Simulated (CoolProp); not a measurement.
The fluid at 298.15 K and 2.36 MPa flows at 0.053 m/s in a round tube of 100 mm bore and 15 µm roughness, fully developed (64/Re and Nu = 3.66 if laminar; Colebrook and Gnielinski if turbulent). The same conditions are run with several fluids, on thermodynamics alone (safety and materials aside).

Values from CoolProp's reference Helmholtz-energy equation of state of each fluid (carbon dioxide: Span 1996; CF4 (R14): Platzer 1990; C2F6 (R116): Lemmon 2006; ethane: Bücker 2006; nitrogen: Span 2000). The equations of Platzer and Polt are older, rougher fits.

```csv
fluid,Reynolds number,Darcy friction factor,pressure drop (Pa/m),heat-transfer coefficient (W/(m² K)),mass flow (kg/h)
carbon dioxide,16700,0.0274,0.0185,9.30,72.1
CF4 (R14),26000,0.0247,0.0318,11.9,137
C2F6 (R116),63100,0.0204,0.0551,28.2,288
ethane,18700,0.0266,0.0135,14.1,54.1
nitrogen,7820,0.0332,0.0125,6.54,40.1
```

Transport values come from each fluid's own correlations; those of CF4 (R14), C2F6 (R116) are estimates that may be off by 10 % or more.
